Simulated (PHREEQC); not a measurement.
# Acid mine or pickling water (model solution)

Model water analysis in mmol/kgw, 25 °C, pH 2.08, pe 12.8: Na 93.2; K 2.2; Ca 5.41; Mg 10.7; Cl 24.2; S(6) 57.3; Si 0.173.

Cl is adjusted to close the charge balance.
Valence states are taken as typed.

All values are PHREEQC results (ion-association model, phreeqc.dat), not measurements.

This is a speciation only: nothing precipitates in the calculation.

Question: Predict the ionic strength, density.

Answer: ionic strength 0.162 mol/kgw; density 1.005 g/cm³.

Question: In which forms is S present?

Answer: SO4-2 59 %, HSO4- 20 %, MgSO4 8.7 %, NaSO4- 8.3 %, CaSO4 3.5 % of the S.

The solution is supersaturated, for example in Quartz (slow to form), so a real one may precipitate; this is no full list.
